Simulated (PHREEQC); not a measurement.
Metal-bearing waste water (model solution)

Consider water at 25 °C with 0.078 mol/kgw CuSO4, 0.00011 mol/kgw CuCl2 and 0.0017 mol/kgw H2SO4. Closed to the air; pH follows from the charge balance.

Model: ion-association model, phreeqc.dat, run in PHREEQC.

Each row changes one thing in this solution. No solid was allowed to form.

| case | pH | ionic strength (mol/kgw) | Cu+2 (mol/kgw) | SO4-2 (mol/kgw) | CuSO4 (mol/kgw) | HSO4- (mol/kgw) |
|---|---|---|---|---|---|---|
| as made | 2.93 | 0.168 | 0.0417 | 0.0414 | 0.0364 | 0.00194 |
| 0.0076 mol/kgw KBr added | 2.93 | 0.177 | 0.0424 | 0.0415 | 0.0357 | 0.00193 |
| diluted 5-fold with water | 3.41 | 0.0418 | 0.0103 | 0.0104 | 0.00531 | 0.000229 |
| CuCl2 from 0.00011 to 0.0011 mol/kgw | 2.93 | 0.170 | 0.0425 | 0.0412 | 0.0366 | 0.00194 |
| 0.0016 mol/kgw Al(NO3)3 added | 2.92 | 0.171 | 0.0425 | 0.0403 | 0.0356 | 0.00192 |

Complexes and solids missing from the database can't appear.
